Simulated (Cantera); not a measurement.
A perfectly stirred reactor is fed with NH3 : N2 = 1 : 0.8 (molar parts), at 0.370 bar; it is held at 1775 K, and followed from long to short residence time.

Model: the gas-phase N/H chemistry of the illustrative SiF4/NH3 mechanism in the Surface Chemkin manual (1991), integrated in Cantera. Walls and surfaces, which speed up NH3 decomposition in real reactors, are not modelled.

Problem. Predict: x(NH3) at τ = 0.430 s; x(N2H4) at τ = 0.430 s; x(NH) at τ = 0.430 s; x(H) at τ = 0.430 s; x(N2) at τ = 0.430 s; x(NH3) at τ = 5.20 ms; x(N2H4) at τ = 5.20 ms; x(NH) at τ = 5.20 ms; x(H) at τ = 5.20 ms; x(N2) at τ = 5.20 ms.

Solution. 
| Item | Result |
|---|---|
| x(NH3) at τ = 0.430 s | 0.397 |
| x(N2H4) at τ = 0.430 s | 6.33e-8 |
| x(NH) at τ = 0.430 s | 1.96e-6 |
| x(H) at τ = 0.430 s | 3.15e-5 |
| x(N2) at τ = 0.430 s | 0.450 |
| x(NH3) at τ = 5.20 ms | 0.553 |
| x(N2H4) at τ = 5.20 ms | 1.04e-7 |
| x(NH) at τ = 5.20 ms | 1.10e-6 |
| x(H) at τ = 5.20 ms | 5.60e-7 |
| x(N2) at τ = 5.20 ms | 0.444 |
